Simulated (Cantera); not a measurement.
Input (Python, Cantera) and output of one run.

```python
import numpy as np
import cantera as ct

gas_names = """
    CF4 F2 CF2
""".split()
cond_names = """

""".split()


# ... load() reads the species with a 1 bar reference pressure and builds the phases ...
species = {s.name: s for s in load("nasa_gas.yaml", gas_names) + load("nasa_condensed.yaml", cond_names)}
# Each term lists the table entries of one substance; the one whose range holds T is used.
reactions = {
    'CF4(g) = F2(g) + CF2(g)':
        [(-1, ['CF4']), (1, ['F2']), (1, ['CF2'])],
}


def pick(names, T):
    return next(species[n] for n in names if species[n].thermo.min_temp <= T <= species[n].thermo.max_temp)


results = []
for label, terms in reactions.items():
    print(label)
    print("     T/K   dH/kJ  dS/(J/K)   dG/kJ   log10 K")
    for T in [300, 423, 623, 823, 1023, 1223, 1423, 1623, 1823, 2023, 2223]:
        used = [(nu, pick(names, T)) for nu, names in terms]
        dH = sum(nu * s.thermo.h(T) for nu, s in used) / 1e6
        dS = sum(nu * s.thermo.s(T) for nu, s in used) / 1e3
        dG = dH - T * dS / 1e3
        logK = -dG * 1e6 / (ct.gas_constant * T * np.log(10))
        results.append((label, T, dH, dS, dG, logK, [s.name for _, s in used]))
        print(f"{T:8g} {dH:8.1f} {dS:8.1f} {dG:8.1f} {logK:8.2f}")
```

Output:

```
CF4(g) = F2(g) + CF2(g)
     T/K   dH/kJ  dS/(J/K)   dG/kJ   log10 K
     300    751.1    182.3    696.4  -121.26
     423    751.8    184.3    673.9   -83.21
     623    751.7    184.1    637.0   -53.41
     823    750.8    182.9    600.3   -38.10
    1023    749.4    181.3    563.9   -28.79
    1223    747.8    179.9    527.7   -22.54
    1423    746.1    178.7    491.9   -18.06
    1623    744.3    177.5    456.3   -14.68
    1823    742.5    176.4    420.9   -12.06
    2023    740.6    175.4    385.7    -9.96
    2223    738.6    174.5    350.7    -8.24
```

Cantera with NASA thermochemical tables; ideal gases at 1 bar, condensed phases pure. Condensed species are held in their standard states even where they would react or evaporate.
